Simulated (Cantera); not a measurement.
A perfectly stirred reactor is fed with C2H4 : O2 : N2 : H2O = 1 : 1.88 : 7.05 : 0.3 (molar parts), equivalence ratio 1.6, at 5.00 bar; it is adiabatic with a 475 K inlet, and is followed from long to short residence time, starting on the burning branch (τ in s: 0.12, 0.055, 0.025, 0.011, 0.0051, 0.0023, 0.0011, 0.00048, 0.00022, 9.8e-05).

Cantera simulation using GRI-Mech 3.0 (53 species, 325 reactions); the numbers are that mechanism's predictions, not measurements. GRI-Mech 3.0 was tuned for natural gas; its chemistry of ethylene as a main component is partial and can be far from experiment.

What does this change do: pressure from 5.00 bar to 1.00 bar?


```
quantity                                                                          before                                   after
------------------------------------------------  --------------------------------------  --------------------------------------
blow-out, bracketed by the residence times tried  burning at 98.0 µs, the shortest tried  burning at 98.0 µs, the shortest tried
x(C2H4) at τ = 0.120 s                                                           1.30e-6                                 2.04e-6
x(O2) at τ = 0.120 s                                                             1.90e-5                                 4.71e-5
x(H2O) at τ = 0.120 s                                                              0.134                                   0.133
x(NO) at τ = 0.120 s                                                             8.75e-5                                0.000226
x(N2O) at τ = 0.120 s                                                            7.24e-9                                 9.85e-9
x(C2H4) at τ = 2.30 ms                                                           3.42e-5                                 4.12e-5
x(O2) at τ = 2.30 ms                                                            0.000428                                0.000685
x(H2O) at τ = 2.30 ms                                                              0.135                                   0.130
x(NO) at τ = 2.30 ms                                                            0.000233                                0.000314
x(N2O) at τ = 2.30 ms                                                            7.39e-8                                 5.28e-8
```
